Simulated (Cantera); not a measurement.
**Gas-phase reforming**

A perfectly stirred reactor is fed with CH₄ : CO₂ = 1 : 4.4 (molar parts), at 28000 Pa; it is held at 1675 K, and followed from long to short residence time.

Computed with Cantera and GRI-Mech 3.0 (53 species, 325 reactions).

```tsv
τ (s)	x CH₄	x CO₂	x CH₂O	x OH	x H	x H₂O
1.0	0.0149	0.376	1.40e-5	5.92e-6	3.88e-5	0.179
0.29	0.0291	0.471	3.21e-5	5.51e-6	2.83e-5	0.163
0.086	0.0606	0.591	4.63e-5	3.80e-6	2.31e-5	0.115
0.025	0.110	0.713	5.03e-5	1.89e-6	2.03e-5	0.0465
0.0074	0.151	0.783	5.39e-5	8.21e-7	1.30e-5	0.0102
0.0022	0.175	0.809	4.23e-5	2.67e-7	4.91e-6	0.00119
0.00064	0.184	0.814	1.13e-5	6.22e-8	1.18e-6	8.37e-5
```
x: mole fraction; the columns are a selection and need not sum to one.
